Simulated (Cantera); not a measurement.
**Thermodynamics of fluorocarbon and chlorocarbon gases, feed C2F6 + CH4 + H2**

Input: 1 mol C2F6, a varied amount of CH4, 0.91 mol H2, equilibrated at 1850 K and 0.100 bar.

These are equilibrium values from Cantera (NASA tables, ideal gas, pure condensed phases), not measurements of a reactor. Candidate condensed phases: C, C6H6, C7H8, C8H18; 95 gas species. The feed counts by its element totals alone. Gases not in the tables: C2F6 and larger saturated fluorocarbons. Equilibrium is a limit: real reactors are often held back by kinetics, nucleation or transport.

| n(CH4) (mol) | x HF | x CF4 | x H2 | x CF2 | x F | x H | n C(graphite) |
|---|---|---|---|---|---|---|---|
| 0.2 | 0.754 | 0.240 | 8.31e-8 | 0.00450 | 0.000948 | 4.91e-7 | 1.35 |
| 0.34 | 0.816 | 0.178 | 1.13e-7 | 0.00388 | 0.000880 | 5.73e-7 | 1.63 |
| 0.49 | 0.870 | 0.126 | 1.53e-7 | 0.00325 | 0.000806 | 6.66e-7 | 1.93 |
| 0.63 | 0.911 | 0.0854 | 2.04e-7 | 0.00268 | 0.000732 | 7.68e-7 | 2.21 |
| 0.77 | 0.945 | 0.0517 | 2.82e-7 | 0.00209 | 0.000646 | 9.04e-7 | 2.49 |
| 0.92 | 0.977 | 0.0213 | 4.68e-7 | 0.00134 | 0.000518 | 1.17e-6 | 2.79 |
| 1.1 | 0.982 | 1.49e-11 | 0.0179 | 3.55e-8 | 2.66e-6 | 0.000228 | 3.10 |
| 1.2 | 0.951 | 1.75e-12 | 0.0489 | 1.22e-8 | 1.56e-6 | 0.000377 | 3.20 |
| 1.3 | 0.921 | <1e-12 | 0.0781 | 7.15e-9 | 1.20e-6 | 0.000476 | 3.30 |
| 1.5 | 0.868 | <1e-12 | 0.131 | 3.77e-9 | 8.68e-7 | 0.000617 | 3.50 |
| 1.6 | 0.844 | <1e-12 | 0.156 | 3.01e-9 | 7.75e-7 | 0.000672 | 3.60 |
| 1.8 | 0.799 | <1e-12 | 0.201 | 2.09e-9 | 6.47e-7 | 0.000763 | 3.80 |
x: gas mole fraction; n: condensed amount in mol.

From 0.2 mol CH4 to 1.8 mol CH4 the condensed part is C(graphite). The main C-bearing gas is CF4 at 0.2 mol CH4 and C2H2 (acetylene) at 1.8 mol CH4.
